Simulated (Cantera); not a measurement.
A closed system holds: 1 mol Fe3O4, 19 mol H2, 0.34 mol H2O, equilibrated at 3600 Torr.

These are equilibrium values from Cantera (NASA tables, ideal gas, pure condensed phases), not measurements of a reactor. Candidate condensed phases: Fe, FeO, Fe(OH)2, Fe(OH)3, Fe2O3, Fe3O4, H2O; 12 gas species. The numbers say what is thermodynamically allowed, not how fast it happens.

x: gas mole fraction; n: condensed amount in mol.

| T (K) | x H2 | x H2O | x H | x Fe | x Fe(OH)2 | x OH | n Fe(γ) | n Fe(δ) | n Fe(l) |
|---|---|---|---|---|---|---|---|---|---|
| 1573 | 0.776 | 0.224 | 1.63e-5 | 1.37e-7 | (withheld) | 1.71e-7 | 3.00 | 0 | 0 |
| 1623 | 0.776 | 0.224 | 2.78e-5 | 3.48e-7 | (withheld) | 3.37e-7 | 3.00 | 0 | 0 |
| 1673 | 0.776 | 0.224 | 4.58e-5 | 8.36e-7 | (withheld) | 6.37e-7 | 0 | 3.00 | 0 |
| 1723 | 0.776 | 0.224 | 7.33e-5 | 1.90e-6 | (withheld) | 1.16e-6 | 0 | 3.00 | 0 |
| 1773 | 0.776 | 0.224 | 0.000114 | 4.12e-6 | (withheld) | 2.05e-6 | 0 | 3.00 | 0 |
| 1823 | 0.775 | 0.224 | 0.000174 | 8.48e-6 | (withheld) | 3.51e-6 | 0 | 0 | 3.00 |
| 1873 | 0.775 | 0.224 | 0.000259 | 1.65e-5 | (withheld) | 5.83e-6 | 0 | 0 | 3.00 |
| 1923 | 0.775 | 0.224 | 0.000379 | 3.08e-5 | (withheld) | 9.43e-6 | 0 | 0 | 3.00 |
| 1973 | 0.775 | 0.224 | 0.000542 | 5.59e-5 | (withheld) | 1.49e-5 | 0 | 0 | 3.00 |
| 2023 | 0.775 | 0.224 | 0.000763 | 9.81e-5 | (withheld) | 2.30e-5 | 0 | 0 | 3.00 |
| 2073 | 0.775 | 0.224 | 0.00106 | 0.000167 | (withheld) | 3.48e-5 | 0 | 0 | 3.00 |

Some entries are withheld; supply them.


- 1573, x Fe(OH)2: 4.38e-6
- 1623, x Fe(OH)2: 6.40e-6
- 1673, x Fe(OH)2: 9.14e-6
- 1723, x Fe(OH)2: 1.28e-5
- 1773, x Fe(OH)2: 1.75e-5
- 1823, x Fe(OH)2: 2.34e-5
- 1873, x Fe(OH)2: 3.02e-5
- 1923, x Fe(OH)2: 3.85e-5
- 1973, x Fe(OH)2: 4.84e-5
- 2023, x Fe(OH)2: 6.02e-5
- 2073, x Fe(OH)2: 7.40e-5
